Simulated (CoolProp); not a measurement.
Vapour-liquid equilibrium of carbon dioxide (1) + carbonyl sulfide (2) at 233 K; x and y are mole fractions of (1).

Computed with CoolProp (multi-fluid Helmholtz-energy mixture model, Span 1996 and Lemmon 2006; pair parameters Bell 2016).

```
x     bubble pressure (bar)  y at the bubble point  dew pressure at overall composition x (bar)  liquid density (mol/L)
----  ---------------------  ---------------------  -------------------------------------------  ----------------------
0.05                  2.409                  0.365                                        1.655                     ___
0.2                   4.396                    ___                                        1.946                   20.14
0.35                  5.813                  0.788                                        2.359                   20.90
0.5                   6.892                  0.845                                        2.985                   21.73
0.65                  7.813                    ___                                        4.035                     ___
0.8                     ___                  0.931                                        6.015                     ___
0.95                  9.653                  0.980                                        9.093                   24.93
```

Q: Some entries are withheld; supply them.

A: 
- 0.05, liquid density (mol/L): 19.42
- 0.2, y at the bubble point: 0.686
- 0.65, y at the bubble point: 0.888
- 0.65, liquid density (mol/L): 22.65
- 0.8, bubble pressure (bar): 8.705
- 0.8, liquid density (mol/L): 23.70

No azeotrope shows between x = 0.05 and 0.95.

The pair parameters rest on a limited set of measurements; away from them the model extrapolates.
